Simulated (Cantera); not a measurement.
Cantera with NASA thermochemical tables; ideal gases at 1 bar, condensed phases pure. Values are per mole of reaction as written; species without (g) are pure solids or liquids, kept so even where they would boil at 1 bar. ZrN: taken at fixed stoichiometry.

3 H2O(g) + ZrN → NO(g) + ZrO2(g) + 6 H(g)

```csv
T (K),ΔH° (kJ),ΔS° (J/K),ΔG° (kJ),log10 K
950,2236.7,628.0,1640.2,-90.18
1150,…,…,…,…
1350,…,…,…,…
1550,2253.8,642.3,1258.1,-42.40
1750,…,…,…,…
1950,2258.2,644.9,1000.6,-26.80
2150,2258.7,645.2,871.5,-21.17
```

### Question
Some entries are withheld; supply them.

### Answer

- 1150, ΔH° (kJ): 2244.0
- 1150, ΔS° (J/K): 634.9
- 1150, ΔG° (kJ): 1513.8
- 1150, log10 K: -68.76
- 1350, ΔH° (kJ): 2249.6
- 1350, ΔS° (J/K): 639.5
- 1350, ΔG° (kJ): 1386.3
- 1350, log10 K: -53.64
- 1750, ΔH° (kJ): 2256.6
- 1750, ΔS° (J/K): 644.1
- 1750, ΔG° (kJ): 1129.5
- 1750, log10 K: -33.71
